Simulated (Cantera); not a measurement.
Thermodynamics of hydrogen reduction and annealing atmospheres, feed Cu2O + H2 + N2

Charge: 1 mol Cu2O, a varied amount of H2, 1.6 mol N2, equilibrated at 825 K and 13.3 mbar.

Method: chemical equilibrium by Gibbs-energy minimisation in Cantera with the NASA 1993 tables (ideal gas, pure condensed phases). Candidate condensed phases: Cu, CuO, Cu(OH)2, Cu2O, H2O; 27 gas species. Rates play no part.

```json
[
 {"n(H2) (mol)": "100", "x H2": "0.974", "x N2": "0.0157", "x H2O": "0.00984", "x NH3": "3.77e-6", "n Cu(s)": "2.00"},
 {"n(H2) (mol)": "130", "x H2": "0.980", "x N2": "0.0122", "x H2O": "0.00760", "x NH3": "3.34e-6", "n Cu(s)": "2.00"},
 {"n(H2) (mol)": "160", "x H2": "0.984", "x N2": "0.00990", "x H2O": "0.00619", "x NH3": "3.03e-6", "n Cu(s)": "2.00"},
 {"n(H2) (mol)": "200", "x H2": "0.987", "x N2": "0.00794", "x H2O": "0.00496", "x NH3": "2.73e-6", "n Cu(s)": "2.00"},
 {"n(H2) (mol)": "260", "x H2": "0.990", "x N2": "0.00612", "x H2O": "0.00382", "x NH3": "2.40e-6", "n Cu(s)": "2.00"},
 {"n(H2) (mol)": "320", "x H2": "0.992", "x N2": "0.00497", "x H2O": "0.00311", "x NH3": "2.17e-6", "n Cu(s)": "2.00"},
 {"n(H2) (mol)": "410", "x H2": "0.994", "x N2": "0.00389", "x H2O": "0.00243", "x NH3": "1.93e-6", "n Cu(s)": "2.00"},
 {"n(H2) (mol)": "520", "x H2": "0.995", "x N2": "0.00307", "x H2O": "0.00192", "x NH3": "1.71e-6", "n Cu(s)": "2.00"},
 {"n(H2) (mol)": "650", "x H2": "0.996", "x N2": "0.00245", "x H2O": "0.00153", "x NH3": "1.54e-6", "n Cu(s)": "2.00"}
]
```
x: gas mole fraction; n: condensed amount in mol.

From 100 mol H2 to 650 mol H2 the condensed part is Cu(s).
